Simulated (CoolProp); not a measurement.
Saturation properties of CHF3 (R23) (Tc = 299.3 K, pc = 48.32 bar, ω = 0.263).

The numbers come from the reference Helmholtz-energy equation of state, Penoncello 2003 in CoolProp.

```csv
T (K),p (bar),enthalpy of vaporisation (kJ/kg),liquid cp (kJ/(kg K)),vapour Z
192.6,1.102,238.2,1.240,0.9550
202.5,1.874,229.7,1.261,0.9369
212.4,3.015,220.7,1.287,0.9144
222.4,4.644,210.8,1.322,0.8869
232.3,6.845,200.0,1.366,0.8544
242.2,9.753,188.0,1.425,0.8163
252.1,13.50,174.5,1.506,0.7716
262,18.23,158.9,1.625,0.7192
271.9,24.11,140.3,1.819,0.6568
281.8,31.34,116.9,2.211,0.5800
```

It boils at 191.1 K under 1 atm.
